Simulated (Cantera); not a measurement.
## Roasting and sulfation: FeS + O₂ + CO₂ + H₂S

Input: 1 mol FeS, 0.83 mol O₂, 0.32 mol CO₂, 0.2 mol H₂S, equilibrated at 975 K and 1 atm.

Equilibrium computed with Cantera from the NASA thermochemical tables; the gas is ideal and each condensed phase is pure. Candidate condensed phases: C, C₆H₆, C₇H₈, C₈H₁₈, Fe, Fe(CO)₅, FeO, Fe(OH)₂, Fe(OH)₃, FeS, FeSO₄, FeS₂, Fe₂O₃, Fe₂(SO₄)₃, Fe₃O₄, H₂O, H₂SO₄, S; 127 gas species. FeS: taken at fixed stoichiometry. Gases not in the tables: S₃ to S₇. The numbers say what is thermodynamically allowed, not how fast it happens.

x(SO₂): 0.486
x(CO₂): 0.307
x(H₂O): 0.188
x(S₂): 0.0122
x(H₂S): 0.00433
x(S₂O): 0.00151
x(CO): 0.000223
x(H₂): 0.000218
x(COS): 0.000140
n(FeS(s)): 0.661 mol
n(Fe₃O₄(s)): 0.113 mol
gas amount: 1.040 mol
log10 activity of S(l) (absent): -1.25
log10 activity of Fe(α) (absent): -4.34
log10 activity of Fe(OH)₂(s) (absent): -6.13
